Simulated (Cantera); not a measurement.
Input: 1 mol Cu, 2.1 mol F2, 9.5 mol H2, held at 10.0 mbar.

Cantera equilibrium calculation (NASA polynomials, part measured and part estimated; ideal gas, pure solids and liquids). Candidate condensed phases: Cu, CuF2; 15 gas species. Kinetics and transport are ignored. All values below are at 648 K.

Base state: H2 0.638, HF 0.362 (mole fractions); condensed: Cu(s).

Question: What changes in the equilibrium state with this change: F2 from 2.1 to 0.47 mol?

Answer: 
```
species     before   after
----------  ------  ------
H2           0.638   0.906
HF           0.362  0.0943
Cu(s), mol    1.00    1.00
```
